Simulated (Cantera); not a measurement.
Input: 1 mol Si₃N₄, 2.5 mol H₂O, 5.9 mol H₂, 1.4 mol N₂O, equilibrated at 10.0 mbar.

These are equilibrium values from Cantera (NASA tables, ideal gas, pure condensed phases), not measurements of a reactor. Candidate condensed phases: H₂O, Si, SiO₂, Si₂N₂O, Si₃N₄; 35 gas species. Mutual solubility and eutectic melting of coexisting phases are not modelled. The tables hold silica as quartz up to 1696 K and as liquid above; real silica turns to tridymite and cristobalite and melts near 1996 K. The numbers say what is thermodynamically allowed, not how fast it happens.

Task: At 1275 K, list the 3 most abundant gas species with their mole fractions, and the condensed phases.

Result: H₂ 0.757, N₂ 0.243, H₂O 4.44e-5. Condensed: SiO₂(β-quartz) + Si₂N₂O(s).
